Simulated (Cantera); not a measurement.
An isothermal, constant-pressure homogeneous reactor starts with CH4 : N2 = 1 : 41 (molar parts), at 1625 K and 14.3 Torr. Integrator tolerance rtol = 1e-08.

Cantera simulation using GRI-Mech 3.0 (53 species, 325 reactions); the numbers are that mechanism's predictions, not measurements. GRI-Mech 3.0 stops at C3 and has no aromatics, soot or wall deposition, so with more carbon than oxygen in the feed, carbon stays in small species such as C2H2 where larger ones or solid carbon would form. Radical loss at walls, strong at low pressure, is not modelled.

```tsv
quantity	before	after
x(CH4) at 4.00 s	0.00139 (gas-phase equilibrium 1.15e-6)	0.0238 (gas-phase equilibrium 4.14e-5)
x(C2H6) at 4.00 s	1.13e-7 (gas-phase equilibrium <1e-12)	3.80e-6 (gas-phase equilibrium 7.65e-11)
x(CH2) at 4.00 s	9.66e-8 (gas-phase equilibrium 1.71e-10)	2.06e-10 (gas-phase equilibrium 2.14e-12)
x(C2H) at 4.00 s	8.13e-8 (gas-phase equilibrium 1.55e-8)	<1e-12 (gas-phase equilibrium 7.67e-11)
x(C2H2) at 4.00 s	0.0109 (gas-phase equilibrium 0.00146)	8.15e-7 (gas-phase equilibrium 0.00218)
x(H) at 4.00 s	6.36e-5 (gas-phase equilibrium 9.62e-5)	4.21e-9 (gas-phase equilibrium 2.23e-6)
x(HCN) at 4.00 s	3.47e-6 (gas-phase equilibrium 0.0203)	<1e-12 (gas-phase equilibrium 0.0188)
```

Problem. Name the change that produced these shifts.
A. pressure from 14.3 Torr to 100.0 Torr
B. pressure from 14.3 Torr to 90.0 Torr
C. temperature 1625 to 1325 K
D. N2 41 to 5.1 parts

Solution. C, temperature 1625 to 1325 K
